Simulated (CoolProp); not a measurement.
Values from CoolProp's reference Helmholtz-energy equation of state, Thol 2016.

**Question.** Give the vapour pressure (MPa), vapour density (kg/m³), enthalpy of vaporisation (kJ/kg), liquid cp (kJ/(kg K)) of saturated hexamethyldisiloxane (MM) at 100.25, 138.85, 167.85 °C.

**Answer.** 
| T (°C) | p (MPa) | vapour density (kg/m³) | enthalpy of vaporisation (kJ/kg) | liquid cp (kJ/(kg K)) |
|---|---|---|---|---|
| 100.25 | 0.101 | 5.61 | 193 | 2.11 |
| 138.85 | 0.273 | 14.8 | 171 | 2.24 |
| 167.85 | 0.508 | 28.1 | 151 | 2.36 |
